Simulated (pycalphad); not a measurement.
Computed with pycalphad from the COST 507 light-alloy database (1999), at 1 atm. These are 1990s assessments: newer ones move some temperatures and phases. Amounts are mole fractions of atoms. Diffusion is slow at the low end, where real alloys seldom reach equilibrium.

Give the equilibrium state of V-0.42Si (at.%) at 627 °C.


```
T = 900.00 K, P = 101325 Pa, N = 1 mol of atoms
G = -38705 J/mol, H = 15609 J/mol, S = 60.35 J/(mol K)  (SER reference)
chemical potentials (J/mol): V -38033, Si -198169
phase             fraction       x(V)      x(Si)
BCC_A2              0.9917     0.9977     0.0023
SIV3                0.0083     0.7703     0.2297
```

Database names, with the compositions (at.%) that they take in these runs: SIV3: V 75-77 Si 23-25. BCC_A2 is bcc.
